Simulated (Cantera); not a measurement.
An adiabatic, constant-pressure homogeneous reactor starts with 2.06 % C3H8, 17.2 % O2, 80.8 % N2, at 1625 K and 0.424 atm.

Cantera simulation using GRI-Mech 3.0 (53 species, 325 reactions); the numbers are that mechanism's predictions, not measurements. GRI-Mech 3.0 was tuned for natural gas; its chemistry of propane as a main component is partial and can be far from experiment.

One state of this run: T (K) = 2482; x C3H8 = <1e-12; x O2 = 0.0620; x H2 = 0.00239; x N2O = 4.34e-7; x CO2 = 0.0496; x CH2 = <1e-12; x HCO = 1.12e-9. x: mole fraction; the columns are a selection and need not sum to one.

Question: Which value of t (s) does it belong to?
A. 0.000360
B. 1.23e-5
C. 0.100
D. 0.000117

Answer: C, 0.100
